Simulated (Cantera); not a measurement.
What does this Cantera script print?

```python
import numpy as np
import cantera as ct

gas = ct.Solution("gri30.yaml")
gas.TPX = 875, 440000, {'CO': 0.03, 'O2': 0.091, 'H2O': 0.022, 'N2': 1}
inlet = ct.Reservoir(gas, clone=True)

reactor = ct.IdealGasConstPressureReactor(gas, energy="off", clone=False)
exhaust = ct.Reservoir(gas, clone=True)
tau = [4.7, 2, 0.82, 0.34, 0.14, 0.06, 0.025, 0.01, 0.0044, 0.0018, 0.00077][0]
for a, b in ((inlet, reactor), (reactor, exhaust)):
    ct.MassFlowController(a, b, mdot=lambda t: reactor.mass / tau)
net = ct.ReactorNet([reactor])
show = ['CO', 'O2', 'H2O', 'NO', 'HO2', 'NO2']

rows = []
print(f"{'tau/s':>10s}{'T/K':>9s}" + "".join(f"{s:>11s}" for s in show))
for tau in [4.7, 2, 0.82, 0.34, 0.14, 0.06, 0.025, 0.01, 0.0044, 0.0018, 0.00077]:
    net.initial_time = 0.0
    net.advance(30 * tau)
    before = gas.X
    net.advance(40 * tau)
    drift = np.max(np.abs(gas.X - before) / (gas.X + 1e-9))
    rows.append([gas.T, *gas[show].X, drift])
    print(f"{tau:10.3e}{gas.T:9.1f}" + "".join(f"{x:11.3e}" for x in gas[show].X))
```

Output:

```
     tau/s      T/K         CO         O2        H2O         NO        HO2        NO2
 4.700e+00    875.0  2.430e-02  7.871e-02  1.926e-02  2.303e-15  6.486e-07  1.902e-13
 2.000e+00    875.0  2.561e-02  7.932e-02  1.925e-02  3.414e-16  4.864e-07  2.100e-14
 8.200e-01    875.0  2.611e-02  7.955e-02  1.925e-02  4.658e-17  2.646e-07  1.246e-15
 3.400e-01    875.0  2.623e-02  7.961e-02  1.925e-02  7.767e-18  9.275e-08  3.906e-17
 1.400e-01    875.0  2.624e-02  7.961e-02  1.925e-02  1.218e-18  2.385e-08  6.795e-19
 6.000e-02    875.0  2.625e-02  7.961e-02  1.925e-02  1.818e-19  7.857e-09  1.442e-20
 2.500e-02    875.0  2.625e-02  7.962e-02  1.925e-02  2.858e-20  2.909e-09  3.508e-22
 1.000e-02    875.0  2.625e-02  7.962e-02  1.925e-02  4.957e-21  1.096e-09  9.237e-24
 4.400e-03    875.0  2.625e-02  7.962e-02  1.925e-02  1.218e-21  4.633e-10  4.278e-25
 1.800e-03    875.0  2.625e-02  7.962e-02  1.925e-02  3.127e-22  1.779e-10  1.784e-26
 7.700e-04    875.0  2.625e-02  7.962e-02  1.925e-02  9.423e-23  6.762e-11  9.412e-28
```

Detailed kinetics in Cantera: GRI-Mech 3.0 (53 species, 325 reactions).
